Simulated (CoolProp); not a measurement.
Vapour-liquid equilibrium of n-butane (1) + cis-2-butene (2) at -67.25 °C; x and y are mole fractions of (1).

The numbers come from the multi-fluid Helmholtz-energy mixture model, Bücker 2006 and Lemmon 2005; pair parameters Bell 2016 in CoolProp.

**Question.** Give the bubble pressure and the first vapour's composition at x = 0.35, 0.45, 0.75. Is there an azeotrope?

**Answer.** x = 0.35: 0.02573 bar, y = 0.435; x = 0.45: 0.02656 bar, y = 0.530; x = 0.75: 0.02869 bar, y = 0.793. No azeotrope shows between x = 0.05 and 0.95.

The pair parameters rest on a limited set of measurements; away from them the model extrapolates.
